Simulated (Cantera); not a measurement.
What does this Cantera script print?

```python
import numpy as np
import cantera as ct

gas_names = """
    AL ALH ALO ALOH ALO2 ALO2H AL2 AL2O AL2O2 H HALO HO2 H2 H2O H2O2 O OH O2 O3 Si SiH SiH2 SiH3 SiH4
    SiO SiO2 Si2 Si3
""".split()
cond_names = """
    AL(cr) AL(L) AL2O3(a) AL2O3(L) AL2SiO5(an) AL6Si2O13(s) H2O(s) H2O(L) Si(cr) Si(L) SiO2(Lqz)
    SiO2(hqz) SiO2(L)
""".split()


def load(file, names, dense=False):
    # The tables refer to 1 bar. Condensed volumes are neglected.
    table = {s.name: s for s in ct.Species.list_from_file(file)}
    out = []
    for n in names:
        d = dict(table[n].input_data)
        d["thermo"] = dict(d["thermo"], **{"reference-pressure": 1e5})
        if dense:
            d["equation-of-state"] = {"model": "constant-volume", "density": "1e6 g/cm^3"}
        out.append(ct.Species.from_dict(d))
    return out


gas = ct.Solution(thermo="ideal-gas", species=load("nasa_gas.yaml", gas_names))
cond = {s.name: ct.Solution(thermo="fixed-stoichiometry", species=[s], name=s.name)
        for s in load("nasa_condensed.yaml", cond_names, dense=True)}
atoms = {
    'SiO2': {'Si': 1, 'O': 2},
    'Al2O3': {'AL': 2, 'O': 3},
    'H2O': {'H': 2, 'O': 1},
}
top_T = {'AL2SiO5(an)': 2000, 'AL6Si2O13(s)': 2100}  # K; cautious upper limits of use, not melting points


def equilibrate(T, P, feed):
    n = {}
    for name, mol in feed.items():
        for a, k in atoms[name].items():
            n[a] = n.get(a, 0.0) + k * mol
    gas.TPX = T, P, n
    mass = sum(n.values()) * gas.mean_molecular_weight
    gas.equilibrate("TP")
    valid = [c for c in cond.values() if c.min_temp <= T <= top_T.get(c.name, c.max_temp)]
    mix = ct.Mixture([(gas, mass / gas.mean_molecular_weight)] + [(c, 0.0) for c in valid])
    mix.T, mix.P = T, P
    mix.equilibrate("TP", solver="vcs", rtol=1e-11, max_steps=5000)
    return mix


results = []
feed = {'SiO2': 1, 'Al2O3': 0.37, 'H2O': 0.29}  # mol
P = 10000  # Pa
for T in [773, 873, 973, 1073, 1173, 1273, 1373, 1473, 1573]:
    mix = equilibrate(T, P, feed)
    results.append((T, P, feed, dict(zip(mix.species_names, mix.species_moles))))

top = {s: max(r[3][s] / sum(r[3][g] for g in gas_names) for r in results) for s in gas_names}
cols = sorted((s for s in top if top[s] > 1e-06), key=lambda s: -top[s])[:5]
seen = [c for c in cond_names if any(r[3].get(c, 0) > 1e-12 for r in results)]
print("log10 of partial pressures in bar; condensed amounts in mol")
print(f"{'T/K':>10s}" + "".join(f"{s[:9]:>10s}" for s in cols + seen))
for T, P, feed, n in results:
    ng = sum(n[g] for g in gas_names)
    print(f"{T:10.4g}" + "".join(f"{np.log10(max(n[s] / ng * P / 1e5, 1e-99)):10.3f}" for s in cols)
          + "".join(f"{n.get(c, 0):10.4g}" for c in seen))
```

It prints:

```
log10 of partial pressures in bar; condensed amounts in mol
       T/K       H2O        H2        O2        OH         H AL2SiO5(a AL6Si2O13 SiO2(Lqz) SiO2(hqz)
       773    -1.000    -9.832   -10.031   -11.767   -16.958      0.37         0      0.63         0
       873    -1.000    -8.526    -8.826   -10.211   -14.593      0.37         0         0      0.63
       973    -1.000    -7.509    -7.817    -8.960   -12.721      0.37         0         0      0.63
      1073    -1.000    -6.680    -6.993    -7.941   -11.194      0.37         0         0      0.63
      1173    -1.000    -5.991    -6.309    -7.095    -9.924      0.37         0         0      0.63
      1273    -1.000    -5.408    -5.733    -6.381    -8.851         0    0.1233         0    0.7533
      1373    -1.000    -4.908    -5.240    -5.772    -7.932         0    0.1233         0    0.7533
      1473    -1.000    -4.476    -4.815    -5.245    -7.136         0    0.1233         0    0.7533
      1573    -1.001    -4.097    -4.444    -4.785    -6.439         0    0.1233         0    0.7533
```

Equilibrium computed with Cantera from the NASA thermochemical tables; the gas is ideal and each condensed phase is pure. Mutual solubility and eutectic melting of coexisting phases are not modelled. The tables hold silica as quartz up to 1696 K and as liquid above; real silica turns to tridymite and cristobalite and melts near 1996 K. Condensed phases not in the tables: alloys, solid solutions and most ternary compounds. Gases not in the tables: Si(OH)4.
